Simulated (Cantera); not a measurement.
# NO annealing gas

An isothermal, constant-pressure homogeneous reactor starts with 90.9 % NO, 9.09 % N₂, at 2100 K and 10.00 Torr.

Cantera simulation using GRI-Mech 3.0 (53 species, 325 reactions); the numbers are that mechanism's predictions, not measurements. Radical loss at walls, strong at low pressure, is not modelled.

```json
[
 {"t (s)": "5.00e-5", "x NO": "0.909", "x O": "1.28e-6", "x N₂": "0.0909", "x N₂O": "1.28e-6", "x O₂": "9.36e-10", "x NO₂": "3.72e-10"},
 {"t (s)": "0.000146", "x NO": "0.909", "x O": "3.76e-6", "x N₂": "0.0909", "x N₂O": "3.73e-6", "x O₂": "8.01e-9", "x NO₂": "3.14e-9"},
 {"t (s)": "0.000429", "x NO": "0.909", "x O": "1.11e-5", "x N₂": "0.0909", "x N₂O": "1.08e-5", "x O₂": "6.90e-8", "x NO₂": "2.60e-8"},
 {"t (s)": "0.00126", "x NO": "0.909", "x O": "3.31e-5", "x N₂": "0.0909", "x N₂O": "3.09e-5", "x O₂": "6.03e-7", "x NO₂": "2.02e-7"},
 {"t (s)": "0.00368", "x NO": "0.909", "x O": "0.000103", "x N₂": "0.0909", "x N₂O": "8.40e-5", "x O₂": "5.46e-6", "x NO₂": "1.34e-6"},
 {"t (s)": "0.0108", "x NO": "0.908", "x O": "0.000336", "x N₂": "0.0910", "x N₂O": "0.000197", "x O₂": "5.38e-5", "x NO₂": "6.24e-6"},
 {"t (s)": "0.0316", "x NO": "0.906", "x O": "0.00103", "x N₂": "0.0918", "x N₂O": "0.000309", "x O₂": "0.000558", "x NO₂": "1.66e-5"},
 {"t (s)": "0.0926", "x NO": "0.897", "x O": "0.00204", "x N₂": "0.0960", "x N₂O": "0.000266", "x O₂": "0.00425", "x NO₂": "2.70e-5"},
 {"t (s)": "0.271", "x NO": "0.866", "x O": "0.00270", "x N₂": "0.112", "x N₂O": "0.000218", "x O₂": "0.0196", "x NO₂": "4.23e-5"},
 {"t (s)": "0.795", "x NO": "0.760", "x O": "0.00383", "x N₂": "0.164", "x N₂O": "0.000143", "x O₂": "0.0714", "x NO₂": "7.01e-5"},
 {"t (s)": "2.33", "x NO": "0.457", "x O": "0.00592", "x N₂": "0.315", "x N₂O": "4.04e-5", "x O₂": "0.222", "x NO₂": "7.78e-5"},
 {"t (s)": "6.83", "x NO": "0.0930", "x O": "0.00770", "x N₂": "0.497", "x N₂O": "1.45e-6", "x O₂": "0.402", "x NO₂": "2.18e-5"},
 {"t (s)": "20.0", "x NO": "0.0163", "x O": "0.00804", "x N₂": "0.535", "x N₂O": "8.31e-8", "x O₂": "0.441", "x NO₂": "4.01e-6"}
]
```
x: mole fraction; the columns are a selection and need not sum to one.

Equilibrium at this temperature and pressure: NO 0.0120, O 0.00806, N₂ 0.537, N₂O 6.38e-8, O₂ 0.443, NO₂ 2.95e-6 (gas phase only).
